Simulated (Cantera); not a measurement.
A Cantera script and what it prints.

```python
import numpy as np
import cantera as ct

gas_names = """
    CL CL2 H HCL H2 N NH NH2 NH3 N2 N2H2 N2H4 Si SiCL SiCL2 SiCL3 SiCL4 SiH SiHCL3 SiH2 SiH2CL2 SiH3
    SiH3CL SiH4 SiN Si2 Si2N Si3
""".split()
cond_names = """
    NH4CL(a) NH4CL(b) Si(cr) Si(L) Si3N4(a)
""".split()


# ... load() reads the species with a 1 bar reference pressure and builds the phases ...
atoms = {
    'SiH2Cl2': {'Si': 1, 'H': 2, 'CL': 2},
    'NH3': {'N': 1, 'H': 3},
}
top_T = {'Si3N4(a)': 2400}  # K; cautious upper limits of use, not melting points


# ... equilibrate(T, P, feed) seeds the gas with the atoms and calls Mixture.equilibrate('TP', solver="vcs", rtol=1e-11, max_steps=5000) ...
results = []
T = 1873  # K
P = 16  # Pa
for m in [0.2, 0.52, 0.84, 1.2, 1.5, 1.8, 2.1, 2.4, 2.8, 3.1, 3.4]:
    feed = {'SiH2Cl2': 1, 'NH3': m}  # mol
    mix = equilibrate(T, P, feed)
    results.append((T, P, feed, dict(zip(mix.species_names, mix.species_moles))))

top = {s: max(r[3][s] / sum(r[3][g] for g in gas_names) for r in results) for s in gas_names}
cols = sorted((s for s in top if top[s] > 0.001), key=lambda s: -top[s])[:9]
seen = [c for c in cond_names if any(r[3].get(c, 0) > 1e-12 for r in results)]
print("log10 of partial pressures in bar; condensed amounts in mol")
print(f"{'n(NH3)':>10s}" + "".join(f"{s[:9]:>10s}" for s in cols + seen))
for T, P, feed, n in results:
    ng = sum(n[g] for g in gas_names)
    print(f"{feed['NH3']:10.4g}" + "".join(f"{np.log10(max(n[s] / ng * P / 1e5, 1e-99)):10.3f}" for s in cols)
          + "".join(f"{n.get(c, 0):10.4g}" for c in seen))
```

Result:

```
log10 of partial pressures in bar; condensed amounts in mol
    n(NH3)        H2     SiCL2       HCL        N2        Si         H      SiCL        CL     Si(L)
       0.2    -4.212    -4.361    -4.510    -5.215    -5.055    -5.296    -5.702    -5.715    0.1041
      0.52    -4.161    -4.490    -4.549    -4.902    -5.055    -5.271    -5.767    -5.779    0.1038
      0.84    -4.129    -4.596    -4.586    -4.776    -5.055    -5.255    -5.820    -5.832   0.09643
       1.2    -4.104    -4.696    -4.624    -4.699    -5.055    -5.242    -5.870    -5.883   0.08238
       1.5    -4.089    -4.769    -4.653    -4.657    -5.055    -5.235    -5.906    -5.919   0.06728
       1.8    -4.078    -4.835    -4.680    -4.627    -5.055    -5.229    -5.939    -5.952    0.0498
       2.1    -4.068    -4.894    -4.705    -4.604    -5.055    -5.224    -5.969    -5.981   0.03039
       2.4    -4.060    -4.948    -4.728    -4.586    -5.055    -5.220    -5.996    -6.009  0.009387
       2.8    -4.051    -5.018    -4.752    -4.567    -5.068    -5.216    -6.037    -6.037         0
       3.1    -4.045    -5.067    -4.766    -4.555    -5.082    -5.213    -6.069    -6.055         0
       3.4    -4.040    -5.114    -4.781    -4.544    -5.095    -5.210    -6.099    -6.071         0
```

Method: chemical equilibrium by Gibbs-energy minimisation in Cantera with the NASA 1993 tables (ideal gas, pure condensed phases). The tables' values for SiCl, SiCl3, SiN are old estimates; treat these amounts as uncertain. Gases not in the tables: Si2H6 and higher silanes.
